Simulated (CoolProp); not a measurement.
Vapour-liquid equilibrium of ethylbenzene (1) + n-nonane (2) at 391.3 K; x and y are mole fractions of (1).

Values from CoolProp's multi-fluid Helmholtz-energy mixture model, Zhou 2012 and Lemmon 2006; pair parameters Bell 2016.

Q: Give the bubble pressure and the first vapour's composition at x = 0.35, 0.5, 0.95. Is there an azeotrope?

A: x = 0.35: 49.59 kPa, y = 0.474; x = 0.5: 53.15 kPa, y = 0.612; x = 0.95: 60.36 kPa, y = 0.958. No azeotrope shows between x = 0.05 and 0.95.

Pair parameters are fitted to limited data, so mixtures are less certain than the pure fluids.
